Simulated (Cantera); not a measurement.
**Hydrogen reduction and annealing atmospheres: Nb2O5 + H2**

Charge: 1 mol Nb2O5, 6.2 mol H2, equilibrated at 2125 K and 0.00740 bar.

These are equilibrium values from Cantera (NASA tables, ideal gas, pure condensed phases), not measurements of a reactor. Candidate condensed phases: H2O, Nb, NbO, NbO2, Nb2O5; 12 gas species. Mutual solubility and eutectic melting of coexisting phases are not modelled. Condensed phases not in the tables: the oxides between NbO2 and Nb2O5. Kinetics and transport are ignored.

The x(H2) is 0.827. The x(H2O) comes out as 0.130, the x(H) comes out as 0.0384 and the x(NbO2) comes out as 0.00395. The x(OH) comes out as 0.000751 and the x(O) is 2.47e-5. The x(NbO) is 1.89e-5 and the x(O2) is 1.66e-6. The n(NbO2(s)) comes out as 1.64 mol and the n(Nb2O5(l)) is 0.167 mol. The gas amount comes out as 6.350 mol and the log10 activity of Nb(s) (absent) is -2.73.
